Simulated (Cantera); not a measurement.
Cantera run, input and output.

```python
import numpy as np
import cantera as ct

gas = ct.Solution("h2o2.yaml")
gas.TPX = 1373, 2900, {'H2': 0.0069, 'O2': 1, 'H2O': 0.0041}
reactor = ct.IdealGasConstPressureReactor(gas, energy="off", clone=False)
net = ct.ReactorNet([reactor])
net.rtol, net.atol = 1e-08, 1e-18
show = ['H2', 'O2', 'H2O', 'HO2', 'H2O2']
times = np.geomspace(1e-05, 30, 12)

steps = ct.SolutionArray(gas, extra=["t"])
rows = []
print(f"{'t/s':>10s}{'T/K':>9s}{'P/Pa':>11s}" + "".join(f"{s:>11s}" for s in show))
for t in times:
    while net.time < t:
        t_next = net.step()
        steps.append(gas.state, t=t_next)
    rows.append([np.interp(t, steps.t, y) for y in (steps.T, steps.P, *steps(*show).X.T)])
    print(f"{t:10.3e}{rows[-1][0]:9.1f}{rows[-1][1]:11.4g}" + "".join(f"{x:11.3e}" for x in rows[-1][2:]))
rate = np.gradient(steps.T, steps.t)
print("integrator steps:", len(steps.t))
if steps.T.max() > steps.T[0] + 200:
    print(f"time of steepest temperature rise: {steps.t[rate.argmax()]:.4e} s")
gas.TPX = 1373, 2900, {'H2': 0.0069, 'O2': 1, 'H2O': 0.0041}
gas.equilibrate("TP")
print(f"equilibrium (TP): T = {gas.T:.1f} K  " + "  ".join(f"{s} {gas[s].X[0]:.3e}" for s in show))
```

Result:

```
       t/s      T/K       P/Pa         H2         O2        H2O        HO2       H2O2
 1.000e-05   1373.0       2900  6.825e-03  9.891e-01  4.055e-03  2.368e-09  6.018e-14
 3.880e-05   1373.0       2900  6.825e-03  9.891e-01  4.055e-03  9.191e-09  8.939e-13
 1.505e-04   1373.0       2900  6.825e-03  9.891e-01  4.055e-03  3.566e-08  1.278e-11
 5.841e-04   1373.0       2900  6.824e-03  9.891e-01  4.056e-03  1.388e-07  1.603e-10
 2.266e-03   1373.0       2900  5.222e-03  9.876e-01  5.220e-03  1.050e-06  1.551e-08
 8.793e-03   1373.0       2900  2.828e-05  9.830e-01  1.025e-02  8.196e-07  2.221e-08
 3.412e-02   1373.0       2900  2.221e-05  9.843e-01  1.035e-02  7.188e-07  2.037e-08
 1.324e-01   1373.0       2900  1.061e-05  9.867e-01  1.055e-02  4.698e-07  1.500e-08
 5.136e-01   1373.0       2900  2.234e-06  9.885e-01  1.076e-02  1.700e-07  6.509e-09
 1.993e+00   1373.0       2900  2.794e-07  9.890e-01  1.086e-02  4.030e-08  1.513e-09
 7.732e+00   1373.0       2900  4.081e-08  9.891e-01  1.090e-02  2.590e-08  3.112e-10
 3.000e+01   1373.0       2900  1.937e-08  9.891e-01  1.090e-02  3.134e-08  1.732e-10
integrator steps: 1515
equilibrium (TP): T = 1373.0 K  H2 1.920e-08  O2 9.891e-01  H2O 1.090e-02  HO2 3.143e-08  H2O2 1.721e-10
```

Model: the H2/O2 subset of GRI-Mech 3.0, which has no nitrogen chemistry, integrated in Cantera. Radical loss at walls, strong at low pressure, is not modelled.
